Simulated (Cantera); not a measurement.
Mixture: CO : H2 : O2 : N2 = 1 : 0.65 : 0.982 : 3.69 (molar parts), at 12.8 atm, adiabatic and at constant volume. Ignition delay is the time to a rise of 400 K.

Cantera simulation using GRI-Mech 3.0 (53 species, 325 reactions); the numbers are that mechanism's predictions, not measurements. The hydrogen kinetics of GRI-Mech 3.0 are dated; newer H2 mechanisms differ, most at raised pressure. The pressure lies above the range GRI-Mech 3.0 was tuned for (to about 10 atm). Where the delays flatten at high temperature, the 400 K rule measures the pace of heat release, not the induction time.

Question: Predict: delay at 1275 K; delay at 1375 K; delay at 1475 K; delay at 1575 K; delay at 1675 K.

Answer: 
```json
{
 "delay at 1275 K": "8.79 µs",
 "delay at 1375 K": "3.10 µs",
 "delay at 1475 K": "1.79 µs",
 "delay at 1575 K": "1.24 µs",
 "delay at 1675 K": "0.956 µs"
}
```
